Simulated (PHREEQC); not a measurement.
PHREEQC input (Pitzer model, pitzer.dat):

```
SOLUTION 1
  temp 30
  units mol/kgw
  pH 7 charge
  C(4) 0.23
  K 0.252
  S(6) 0.011
END
USE solution 1
INCREMENTAL_REACTIONS false
REACTION 1
  H2O -1
  0 9.886 18.011 24.689 30.178 34.689 38.397 41.444
  43.949 46.007 47.699 49.089 50.232 51.172 51.944 52.578
  53.1 53.528 53.88 54.17 54.408 54.603 54.764 54.896
  55.005 55.094 55.168 55.228 moles
EQUILIBRIUM_PHASES 1
  Arcanite 0 0
  Kalicinite 0 0
  Misenite 0 0
  CO2(g) -3.4 10
SELECTED_OUTPUT 1
  -reset false
  -pH true
  -pe true
  -ionic_strength true
  -water true
  -activities H2O
  -totals C K S
  -molalities H+ K+ CO3-2 SO4-2 OH- HCO3- CO2 HSO4-
  -equilibrium_phases Arcanite Kalicinite Misenite
PRINT
  -reset false
END
```

Selected output (columns that matter, 26 of 28 rows; water left (kg) added in front):

```
water left (kg)	pH	mu	C	K	S	m_H+	m_K+	m_CO3-2	m_SO4-2	m_OH-	m_HCO3-	la_H2O	Arcanite	Kalicinite
1.0014	9.9053	0.34329	0.14888	0.25165	0.010985	2.2029e-10	0.25165	0.080652	0.010985	0.00016062	0.068214	-0.0027099	0	0
0.823345	9.9395	0.42126	0.17736	0.30607	0.01336	2.148e-10	0.30607	0.10183	0.01336	0.0001746	0.075518	-0.0032407	0	0
0.677016	9.9729	0.5165	0.21152	0.37222	0.016248	2.1064e-10	0.37222	0.12803	0.016248	0.0001888	0.083474	-0.0038784	0	0
0.556753	10.006	0.63276	0.25254	0.45262	0.019757	2.0768e-10	0.45262	0.16037	0.019757	0.00020298	0.092157	-0.0046452	0	0
0.457906	10.038	0.77456	0.30188	0.55033	0.024022	2.0574e-10	0.55033	0.2002	0.024022	0.00021686	0.10166	-0.0055689	0	0
0.376675	10.071	0.94735	0.36125	0.66901	0.029203	2.0466e-10	0.66901	0.24913	0.029203	0.0002301	0.11211	-0.0066838	0	0
0.309907	10.104	1.1578	0.4328	0.81315	0.035495	2.0421e-10	0.81315	0.30913	0.035495	0.00024226	0.12366	-0.0080338	0	0
0.209942	10.172	1.7249	0.62314	1.2003	0.052396	2.0395e-10	1.2003	0.47215	0.052396	0.00026135	0.15098	-0.011685	0	0
0.17289	10.209	2.1025	0.74877	1.4576	0.063624	2.0323e-10	1.4576	0.5813	0.063624	0.00026715	0.16746	-0.014163	0	0
0.142428	10.248	2.5606	0.90058	1.7693	0.077232	2.0127e-10	1.7693	0.71402	0.077232	0.00026967	0.18655	-0.017255	0	0
0.117404	10.292	3.115	1.0839	2.1464	0.093694	1.9727e-10	2.1464	0.87486	0.093694	0.00026836	0.20907	-0.021154	0	0
0.0968269	10.34	3.7856	1.3057	2.6026	0.1136	1.9029e-10	2.6026	1.0694	0.1136	0.00026274	0.23624	-0.026144	0	0
0.0799037	10.395	4.5956	1.574	3.1538	0.13767	1.794e-10	3.1538	1.3042	0.13767	0.00025247	0.26986	-0.032616	0	0
0.0660049	10.456	5.4561	1.8976	3.741	0.12823	1.7004e-10	3.741	1.5868	0.12823	0.00023831	0.31076	-0.040304	0.0025365	0
0.0545897	10.523	6.4215	2.2874	4.4017	0.094208	1.6304e-10	4.4017	1.9257	0.094208	0.00021919	0.36169	-0.049907	0.0058572	0
0.0451885	10.599	7.6172	2.7593	5.2212	0.065724	1.5357e-10	5.2212	2.3303	0.065724	0.00019477	0.42909	-0.062923	0.00803	0
0.0374764	10.686	9.0751	3.3291	6.2238	0.043306	1.4107e-10	6.2238	2.808	0.043306	0.00016637	0.5211	-0.080488	0.009377	0
0.0311279	10.784	10.838	4.0205	7.4424	0.026778	1.2543e-10	7.4424	3.3683	0.026778	0.00013572	0.6522	-0.10415	0.010166	0
0.0258882	10.893	12.949	4.8666	8.9154	0.015508	1.0726e-10	8.9154	4.0177	0.015508	0.00010488	0.84884	-0.1358	0.010599	0
0.0176129	10.957	14.267	5.412	9.845	0.011217	9.671e-11	9.845	4.4104	0.011217	8.8745e-05	1.0016	-0.15722	0.010802	0.056997
0.0144619	10.957	14.267	5.412	9.845	0.011217	9.671e-11	9.845	4.4104	0.011217	8.8745e-05	1.0016	-0.15722	0.010838	0.087947
0.0118785	10.957	14.267	5.412	9.845	0.011217	9.671e-11	9.845	4.4104	0.011217	8.8745e-05	1.0016	-0.15722	0.010867	0.11332
0.0097453	10.957	14.267	5.412	9.845	0.011217	9.671e-11	9.845	4.4104	0.011217	8.8745e-05	1.0016	-0.15722	0.010891	0.13428
0.00800347	10.957	14.267	5.412	9.845	0.011217	9.671e-11	9.845	4.4104	0.011217	8.8745e-05	1.0016	-0.15722	0.01091	0.15139
0.00655521	10.957	14.267	5.412	9.845	0.011217	9.671e-11	9.845	4.4104	0.011217	8.8745e-05	1.0016	-0.15722	0.010926	0.16561
0.00538094	10.957	14.267	5.412	9.845	0.011217	9.671e-11	9.845	4.4104	0.011217	8.8745e-05	1.0016	-0.15722	0.01094	0.17715
```

Complexes and solids missing from the database can't appear.
